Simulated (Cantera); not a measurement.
## Thermodynamics of titanium nitride, carbide and oxide coatings, feed Ti(OiPr)4 + C3H8 + H2

Feed: 1 mol Ti(OiPr)4, 0.19 mol C3H8, 59 mol H2, at 100 Torr.

Cantera equilibrium calculation (NASA polynomials, part measured and part estimated; ideal gas, pure solids and liquids). Candidate condensed phases: C, C6H6, C7H8, C8H18, H2O, Ti, TiC, TiO, TiO2, Ti2O3, Ti3O5, Ti4O7; 113 gas species. The feed counts by its element totals alone. TiC: taken at fixed stoichiometry. Condensed phases not in the tables: Magnéli phases beyond Ti4O7. The numbers say what is thermodynamically allowed, not how fast it happens.

| T (°C) | x H2 | x CO | x CH4 | x H2O | x H | x CO2 | n C(graphite) | n TiO2(rutile) | n Ti4O7(s) | n Ti3O5(s) | n TiC(s) |
|---|---|---|---|---|---|---|---|---|---|---|---|
| 727 | 0.962 | 0.0254 | 0.0118 | 0.00129 | 6.09e-9 | 4.87e-5 | 9.79 | 1.00 | 0 | 0 | 0 |
| 802 | 0.968 | 0.0261 | 0.00563 | 0.000426 | 3.95e-8 | 1.24e-5 | 10.2 | 1.00 | 0 | 0 | 0 |
| 877 | 0.967 | 0.0295 | 0.00292 | 0.000178 | 2.01e-7 | 4.58e-6 | 10.1 | 0 | 0.250 | 0 | 0 |
| 952 | 0.968 | 0.0306 | 0.00164 | 7.77e-5 | 8.40e-7 | 1.68e-6 | 10.1 | 0 | 0 | 0.333 | 0 |
| 1027 | 0.948 | 0.0514 | 0.000941 | 5.92e-5 | 2.95e-6 | 1.82e-6 | 7.50 | 0 | 0 | 0 | 1.00 |
| 1102 | 0.948 | 0.0514 | 0.000596 | 2.99e-5 | 9.14e-6 | 7.85e-7 | 7.53 | 0 | 0 | 0 | 1.00 |
| 1177 | 0.948 | 0.0514 | 0.000396 | 1.62e-5 | 2.52e-5 | 3.70e-7 | 7.54 | 0 | 0 | 0 | 1.00 |
| 1252 | 0.948 | 0.0514 | 0.000273 | 9.35e-6 | 6.31e-5 | 1.88e-7 | 7.55 | 0 | 0 | 0 | 1.00 |
x: gas mole fraction; n: condensed amount in mol.

From 727 °C to 802 °C the condensed part is C(graphite) + TiO2(rutile). At 877 °C the condensed part is C(graphite) + Ti4O7(s). At 952 °C the condensed part is C(graphite) + Ti3O5(s). From 1027 °C to 1252 °C the condensed part is C(graphite) + TiC(s).
